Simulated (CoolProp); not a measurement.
A single-stage vapour-compression cycle with R236EA: evaporating at 268.15 K (dew point), condensing at 295.15 K (bubble point), superheat 10 K, subcooling 0 K, compressor efficiency 0.85, no pressure losses. Each further row changes one setting.

Values from CoolProp's reference Helmholtz-energy equation of state, Rui 2013.

```json
[
 {"case": "as stated", "cooling COP": "7.56", "pressure ratio": "2.95", "discharge temperature (K)": "303.8", "refrigerating effect (kJ/kg)": "146", "volumetric capacity (kJ/m³)": "618"},
 {"case": "evaporating temperature 273.15 K", "cooling COP": "9.67", "pressure ratio": "2.37", "discharge temperature (K)": "303.7", "refrigerating effect (kJ/kg)": "149", "volumetric capacity (kJ/m³)": "780"},
 {"case": "condensing temperature 290.15 K", "cooling COP": "9.51", "pressure ratio": "2.46", "discharge temperature (K)": "299.3", "refrigerating effect (kJ/kg)": "152", "volumetric capacity (kJ/m³)": "645"},
 {"case": "subcooling 5 K", "cooling COP": "7.89", "pressure ratio": "2.95", "discharge temperature (K)": "303.8", "refrigerating effect (kJ/kg)": "152", "volumetric capacity (kJ/m³)": "645"},
 {"case": "superheat 20 K", "cooling COP": "7.68", "pressure ratio": "2.95", "discharge temperature (K)": "314.0", "refrigerating effect (kJ/kg)": "154", "volumetric capacity (kJ/m³)": "629"},
 {"case": "compressor efficiency 0.75", "cooling COP": "6.67", "pressure ratio": "2.95", "discharge temperature (K)": "306.6", "refrigerating effect (kJ/kg)": "146", "volumetric capacity (kJ/m³)": "618"}
]
```
